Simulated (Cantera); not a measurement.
A diamond (100) surface in a fixed gas of H2 with x(CH4) = 0.013, x(H) = 0.009, x(CH3) = 5.4e-05, at 1325 K; coverages are run to steady state.

Computed with Cantera and the Harris–Goodwin 1993 mechanism for the reconstructed diamond (100) surface.

θ: site fractions in the mechanism's names (c6HH fully hydrogenated, c6H* and c6*H radical sites, c6** diradical, c6HM methylated).

```
P (Pa)  growth (µm/h)  θ c6HH  θ c6H*  θ c6*H  θ c6**      θ c6HM
------  -------------  ------  ------  ------  ------  ----------
370            0.0251   0.368  0.0518   0.531  0.0489     5.51e-6
630            0.0499   0.368  0.0518   0.531  0.0489     9.76e-6
1100       (withheld)   0.368  0.0518   0.531  0.0489  (withheld)
1800            0.184   0.368  0.0518   0.531  0.0489     2.87e-5
3100       (withheld)   0.368  0.0518   0.531  0.0489  (withheld)
5300            0.753   0.368  0.0519   0.531  0.0489     8.18e-5
8900             1.57   0.368  0.0519   0.531  0.0489    0.000131
15000            3.38   0.368  0.0520   0.531  0.0490    0.000204
```

Q: Some entries are withheld; supply them.

A: 
- 1100, growth (µm/h): 0.0998
- 1100, θ c6HM: 1.74e-5
- 3100, growth (µm/h): 0.367
- 3100, θ c6HM: 4.91e-5
